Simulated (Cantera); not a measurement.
Charge: 1 mol SiH₄, 9.9 mol NH₃, 94 mol N₂, held at 1352 °C and 5.90e-5 bar.

Cantera equilibrium calculation (NASA polynomials, part measured and part estimated; ideal gas, pure solids and liquids). Candidate condensed phases: Si, Si₃N₄; 18 gas species. The tables' values for SiN are old estimates; treat these amounts as uncertain. Kinetics and transport are ignored.

### Question
What is the equilibrium state?

### Answer
```
Item            Value
----------  ---------
x(N₂)           0.851
x(H₂)           0.143
x(H)          0.00347
x(Si)         0.00276
x(Si₂N)       2.64e-5
x(SiH)        1.60e-5
x(SiN)        1.54e-5
x(Si₂)        8.02e-6
x(Si₃)        1.83e-6
n(Si(s))    0.666 mol
gas amount  116.3 mol
```
